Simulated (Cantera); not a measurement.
Cantera run:

```python
import numpy as np
import cantera as ct

gas_names = """
    H HO2 H2 H2O H2O2 O OH O2 O3 Pb PbO Pb2
""".split()
cond_names = """
    H2O(s) H2O(L) Pb(cr) Pb(L) PbO(rd) PbO(yw) PbO(L) PbO2(s) Pb3O4(s)
""".split()


# ... load() reads the species with a 1 bar reference pressure and builds the phases ...
atoms = {
    'PbO': {'Pb': 1, 'O': 1},
    'H2': {'H': 2},
}
top_T = {'Pb3O4(s)': 820}  # K; cautious upper limits of use, not melting points


# ... equilibrate(T, P, feed) seeds the gas with the atoms and calls Mixture.equilibrate('TP', solver="vcs", rtol=1e-11, max_steps=5000) ...
results = []
P = 1000  # Pa
for T in [775, 850, 925, 1000, 1075, 1150, 1225, 1300, 1375, 1450, 1525, 1600]:
    for m in [0.26, 0.33, 0.42, 0.53, 0.67, 0.85, 1.1, 1.4, 1.7, 2.2]:
        feed = {'PbO': 1, 'H2': m}  # mol
        mix = equilibrate(T, P, feed)
        results.append((T, P, feed, dict(zip(mix.species_names, mix.species_moles))))

for T, P, feed, n in results:
    print(f"{T:7g} {feed['H2']:10.4g}  " + (" + ".join(c for c in cond_names if n.get(c, 0) > 1e-12) or "gas only"))
```

Output:

```
    775       0.26  Pb(L) + PbO(yw)
    775       0.33  Pb(L) + PbO(yw)
    775       0.42  Pb(L) + PbO(yw)
    775       0.53  Pb(L) + PbO(yw)
    775       0.67  Pb(L) + PbO(yw)
    775       0.85  Pb(L) + PbO(yw)
    775        1.1  Pb(L)
    775        1.4  Pb(L)
    775        1.7  Pb(L)
    775        2.2  Pb(L)
    850       0.26  Pb(L) + PbO(yw)
    850       0.33  Pb(L) + PbO(yw)
    850       0.42  Pb(L) + PbO(yw)
    850       0.53  Pb(L) + PbO(yw)
    850       0.67  Pb(L) + PbO(yw)
    850       0.85  Pb(L) + PbO(yw)
    850        1.1  Pb(L)
    850        1.4  Pb(L)
    850        1.7  Pb(L)
    850        2.2  Pb(L)
    925       0.26  Pb(L) + PbO(yw)
    925       0.33  Pb(L) + PbO(yw)
    925       0.42  Pb(L) + PbO(yw)
    925       0.53  Pb(L) + PbO(yw)
    925       0.67  Pb(L) + PbO(yw)
    925       0.85  Pb(L) + PbO(yw)
    925        1.1  Pb(L)
    925        1.4  Pb(L)
    925        1.7  Pb(L)
    925        2.2  Pb(L)
   1000       0.26  Pb(L) + PbO(yw)
   1000       0.33  Pb(L) + PbO(yw)
   1000       0.42  Pb(L) + PbO(yw)
   1000       0.53  Pb(L) + PbO(yw)
   1000       0.67  Pb(L) + PbO(yw)
   1000       0.85  Pb(L) + PbO(yw)
   1000        1.1  Pb(L)
   1000        1.4  Pb(L)
   1000        1.7  Pb(L)
   1000        2.2  Pb(L)
   1075       0.26  Pb(L) + PbO(yw)
   1075       0.33  Pb(L) + PbO(yw)
   1075       0.42  Pb(L) + PbO(yw)
   1075       0.53  Pb(L) + PbO(yw)
   1075       0.67  Pb(L) + PbO(yw)
   1075       0.85  Pb(L) + PbO(yw)
   1075        1.1  Pb(L)
   1075        1.4  Pb(L)
   1075        1.7  Pb(L)
   1075        2.2  Pb(L)
   1150       0.26  Pb(L) + PbO(yw)
   1150       0.33  Pb(L) + PbO(yw)
   1150       0.42  Pb(L) + PbO(yw)
   1150       0.53  Pb(L) + PbO(yw)
   1150       0.67  Pb(L) + PbO(yw)
   1150       0.85  Pb(L) + PbO(yw)
   1150        1.1  Pb(L)
   1150        1.4  Pb(L)
   1150        1.7  Pb(L)
   1150        2.2  Pb(L)
   1225       0.26  Pb(L) + PbO(L)
   1225       0.33  Pb(L) + PbO(L)
   1225       0.42  Pb(L) + PbO(L)
   1225       0.53  Pb(L) + PbO(L)
   1225       0.67  Pb(L) + PbO(L)
   1225       0.85  Pb(L) + PbO(L)
   1225        1.1  Pb(L)
   1225        1.4  Pb(L)
   1225        1.7  Pb(L)
   1225        2.2  Pb(L)
   1300       0.26  Pb(L) + PbO(L)
   1300       0.33  Pb(L) + PbO(L)
   1300       0.42  Pb(L) + PbO(L)
   1300       0.53  Pb(L) + PbO(L)
   1300       0.67  Pb(L) + PbO(L)
   1300       0.85  Pb(L) + PbO(L)
   1300        1.1  Pb(L)
   1300        1.4  Pb(L)
   1300        1.7  Pb(L)
   1300        2.2  Pb(L)
   1375       0.26  PbO(L)
   1375       0.33  PbO(L)
   1375       0.42  PbO(L)
   1375       0.53  PbO(L)
   1375       0.67  PbO(L)
   1375       0.85  gas only
   1375        1.1  gas only
   1375        1.4  gas only
   1375        1.7  gas only
   1375        2.2  gas only
   1450       0.26  PbO(L)
   1450       0.33  PbO(L)
   1450       0.42  gas only
   1450       0.53  gas only
   1450       0.67  gas only
   1450       0.85  gas only
   1450        1.1  gas only
   1450        1.4  gas only
   1450        1.7  gas only
   1450        2.2  gas only
   1525       0.26  gas only
   1525       0.33  gas only
   1525       0.42  gas only
   1525       0.53  gas only
   1525       0.67  gas only
   1525       0.85  gas only
   1525        1.1  gas only
   1525        1.4  gas only
   1525        1.7  gas only
   1525        2.2  gas only
   1600       0.26  gas only
   1600       0.33  gas only
   1600       0.42  gas only
   1600       0.53  gas only
   1600       0.67  gas only
   1600       0.85  gas only
   1600        1.1  gas only
   1600        1.4  gas only
   1600        1.7  gas only
   1600        2.2  gas only
```

Method: chemical equilibrium by Gibbs-energy minimisation in Cantera with the NASA 1993 tables (ideal gas, pure condensed phases). Each liquid is taken as pure. Mutual solubility and eutectic melting of coexisting phases are not modelled.
